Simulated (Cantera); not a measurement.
Standard-state values (1 bar) from the NASA 1993 polynomials, evaluated with Cantera. Values are per mole of reaction as written; species without (g) are pure solids or liquids, kept so even where they would boil at 1 bar.

2 C + TaO2(g) = 2 CO(g) + Ta

```json
[
 {"T (K)": "300", "ΔH° (kJ)": "-20.2", "ΔS° (J/K)": "145.2", "ΔG° (kJ)": "-63.7", "log10 K": "11.10"},
 {"T (K)": "1423", "ΔH° (kJ)": "___", "ΔS° (J/K)": "___", "ΔG° (kJ)": "___", "log10 K": "___"},
 {"T (K)": "1573", "ΔH° (kJ)": "-20.9", "ΔS° (J/K)": "149.8", "ΔG° (kJ)": "-256.6", "log10 K": "8.52"},
 {"T (K)": "1723", "ΔH° (kJ)": "___", "ΔS° (J/K)": "___", "ΔG° (kJ)": "___", "log10 K": "___"},
 {"T (K)": "1873", "ΔH° (kJ)": "-22.4", "ΔS° (J/K)": "149.0", "ΔG° (kJ)": "-301.4", "log10 K": "8.41"},
 {"T (K)": "2023", "ΔH° (kJ)": "-23.1", "ΔS° (J/K)": "148.6", "ΔG° (kJ)": "-323.7", "log10 K": "8.36"}
]
```

### Question
Some entries are withheld; supply them.

### Answer

- 1423, ΔH° (kJ): -20.2
- 1423, ΔS° (J/K): 150.3
- 1423, ΔG° (kJ): -234.1
- 1423, log10 K: 8.59
- 1723, ΔH° (kJ): -21.7
- 1723, ΔS° (J/K): 149.4
- 1723, ΔG° (kJ): -279.0
- 1723, log10 K: 8.46
